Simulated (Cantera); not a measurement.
**Hydrocarbon pyrolysis for carbon deposition**

A perfectly stirred reactor is fed with CH₄ : N₂ = 1 : 26 (molar parts), at 0.555 Torr; it is held at 1925 K, and followed from long to short residence time.

Model: GRI-Mech 3.0 (53 species, 325 reactions), integrated in Cantera. GRI-Mech 3.0 stops at C3 and has no aromatics, soot or wall deposition, so with more carbon than oxygen in the feed, carbon stays in small species such as C2H2 where larger ones or solid carbon would form. Radical loss at walls, strong at low pressure, is not modelled.

```json
[
 {"τ (s)": "0.57", "x CH₄": "0.0208", "x H": "0.000115", "x C₂H₄": "0.000702", "x CH₃": "0.00162", "x C₂H": "4.93e-7"},
 {"τ (s)": "0.26", "x CH₄": "0.0285", "x H": "5.53e-5", "x C₂H₄": "0.000752", "x CH₃": "0.00166", "x C₂H": "2.02e-7"},
 {"τ (s)": "0.12", "x CH₄": "0.0341", "x H": "1.90e-5", "x C₂H₄": "0.000343", "x CH₃": "0.00122", "x C₂H": "4.58e-8"},
 {"τ (s)": "0.056", "x CH₄": "0.0362", "x H": "7.50e-6", "x C₂H₄": "6.62e-5", "x CH₃": "0.000655", "x C₂H": "5.96e-9"},
 {"τ (s)": "0.026", "x CH₄": "0.0367", "x H": "4.95e-6", "x C₂H₄": "8.49e-6", "x CH₃": "0.000312", "x C₂H": "3.56e-10"},
 {"τ (s)": "0.012", "x CH₄": "0.0369", "x H": "4.30e-6", "x C₂H₄": "9.03e-7", "x CH₃": "0.000143", "x C₂H": "1.03e-11"},
 {"τ (s)": "0.0054", "x CH₄": "0.0370", "x H": "3.93e-6", "x C₂H₄": "7.89e-8", "x CH₃": "6.25e-5", "x C₂H": "<1e-12"},
 {"τ (s)": "0.0025", "x CH₄": "0.0370", "x H": "3.45e-6", "x C₂H₄": "6.63e-9", "x CH₃": "2.74e-5", "x C₂H": "<1e-12"},
 {"τ (s)": "0.0011", "x CH₄": "0.0370", "x H": "2.68e-6", "x C₂H₄": "4.05e-10", "x CH₃": "1.09e-5", "x C₂H": "<1e-12"},
 {"τ (s)": "0.00052", "x CH₄": "0.0370", "x H": "1.86e-6", "x C₂H₄": "2.86e-11", "x CH₃": "4.55e-6", "x C₂H": "<1e-12"},
 {"τ (s)": "0.00024", "x CH₄": "0.0370", "x H": "1.11e-6", "x C₂H₄": "1.99e-12", "x CH₃": "1.85e-6", "x C₂H": "<1e-12"}
]
```
x: mole fraction; the columns are a selection and need not sum to one.
